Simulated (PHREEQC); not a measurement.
Consider water at 25 °C with 0.14 mol/kgw CdSO4, 0.004 mol/kgw KCl and 0.00016 mol/kgw MnSO4. Closed to the air; pH follows from the charge balance.

Model: ion-association model, wateq4f.dat, run in PHREEQC.

Precipitation was switched off in this run.

Question: Predict the pH, ionic strength.

Answer: pH 5.88; ionic strength 0.253 mol/kgw.

Question: In which forms is Mn present?

Answer: Mn+2 64 %, MnSO4 36 % of the Mn.
